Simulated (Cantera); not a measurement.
Input: 1 mol Si, a varied amount of HCl, 8 mol N₂, held at 0.0233 Torr.

Equilibrium computed with Cantera from the NASA thermochemical tables; the gas is ideal and each condensed phase is pure. Candidate condensed phases: NH₄Cl, Si, Si₃N₄; 28 gas species. N₂ is the only nitrogen source here; it is nearly inert below about 1500 K, so the nitride shown seldom forms there in practice. The tables' values for SiCl₃ are old estimates. Equilibrium is a limit: real reactors are often held back by kinetics, nucleation or transport.

Stable condensed phases, one row left out:

```
T in K \ n(HCl) in mol
         3.6 4.2 4.8 5.5 6.3 7.2 8.3 9.5  11  13  14  17  19
   1773    A   A   A   A   A   A   A   A   A   A   A   A   A
   1673    A   A   A   A   A   A   A   A   A   A   A   A   A
   1573    A   A   A   A   A   A   A   A   A   A   A   A   A
   1473    A   A   A   A   A   A   A   A   A   A   A   A   A
   1373    A   A   A   A   A   A   A   A   A   A   A   A   A
   1273    B   B   A   A   A   A   A   A   A   A   A   A   A
   1173    B   B   B   B   B   B   B   A   A   A   A   A   A
    973    B   B   B   B   B   B   B   B   B   A   A   A   A
    873    B   B   B   B   B   B   B   B   B   A   A   A   A
    773    B   B   B   B   B   B   B   B   A   A   A   A   A
    673    B   B   B   B   B   B   B   A   A   A   A   A   A
```

A: gas only; B: Si₃N₄.

Task: Give the row for 1073 K.

Result: 3.6: Si₃N₄; 4.2: Si₃N₄; 4.8: Si₃N₄; 5.5: Si₃N₄; 6.3: Si₃N₄; 7.2: Si₃N₄; 8.3: Si₃N₄; 9.5: Si₃N₄; 11: Si₃N₄; 13: gas only; 14: gas only; 17: gas only; 19: gas only.
